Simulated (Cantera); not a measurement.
# SrCl2 + O2 + N2 + H2 (halide evaporation, hydrolysis and transport)

Charge: 1 mol SrCl2, 0.28 mol O2, 210 mol N2, 11 mol H2, equilibrated at 1100 Pa.

Cantera equilibrium calculation (NASA polynomials, part measured and part estimated; ideal gas, pure solids and liquids). Candidate condensed phases: H2O, NH4Cl, Sr, SrCl2, SrO, Sr(OH)2; 35 gas species. Mutual solubility and eutectic melting of coexisting phases are not modelled. Condensed phases not in the tables: oxide chlorides. Kinetics and transport are ignored.

```
T (K)   x N2    x H2   x SrCl2    x H2O     x HCl       x H  n SrCl2(s)  n SrO(s)  n SrCl2(l)
-----  -----  ------  --------  -------  --------  --------  ----------  --------  ----------
1073   0.950  0.0472   2.69e-6  0.00251   4.71e-5   2.90e-8       0.994   0.00521           0
1123   0.950  0.0472   1.34e-5  0.00249   9.32e-5   8.83e-8       0.987    0.0103           0
1173   0.950  0.0472   5.57e-5  0.00245  0.000169   2.44e-7           0    0.0187       0.969
1223   0.950  0.0472  0.000196  0.00239  0.000286   6.23e-7           0    0.0316       0.925
1273   0.949  0.0472  0.000622  0.00230  0.000459   1.48e-6           0    0.0507       0.812
1323   0.948  0.0471   0.00179  0.00218  0.000701   3.28e-6           0    0.0776       0.526
1373   0.946  0.0470   0.00403  0.00205  0.000951   6.89e-6           0     0.105           0
1423   0.946  0.0470   0.00405  0.00207  0.000901   1.37e-5           0    0.0998           0
1473   0.946  0.0470   0.00407  0.00210  0.000858   2.62e-5           0    0.0947           0
1523   0.946  0.0470   0.00409  0.00212  0.000820   4.78e-5           0    0.0900           0
1573   0.946  0.0470   0.00410  0.00214  0.000788   8.40e-5           0    0.0852           0
1623   0.946  0.0469   0.00411  0.00216  0.000759  0.000143           0    0.0798           0
1673   0.946  0.0469   0.00410  0.00219  0.000735  0.000235           0    0.0727           0
1723   0.946  0.0468   0.00409  0.00224  0.000715  0.000376           0    0.0624           0
```
x: gas mole fraction; n: condensed amount in mol.

From 1073 K to 1123 K the condensed part is SrCl2(s) + SrO(s). From 1173 K to 1323 K the condensed part is SrCl2(l) + SrO(s). From 1373 K to 1723 K the condensed part is SrO(s). The main Sr-bearing gas is SrCl2 throughout. The share of Sr in condensed phases is highest at 1073 K (99.9 %) and lowest at 1723 K (6.2 %).
